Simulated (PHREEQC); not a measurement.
Consider water at 25 °C with 0.0016 mol HCl, 0.0011 mol Li2SO4 and 0.036 mol MgSO4 per kg of water. Closed to the air; pH follows from the charge balance.

Model: ion-association model, phreeqc.dat, run in PHREEQC.

### Question
The ionic strength comes out as 0.0838 mol/kgw. What activity coefficients do HSO4-, H+, SO4-2, Li+, Mg+2 get?

### Answer
HSO4- 0.79, H+ 0.83, SO4-2 0.39, Li+ 0.81, Mg+2 0.43.

This is a speciation only: nothing precipitates in the calculation. Species that the database lacks are ignored.
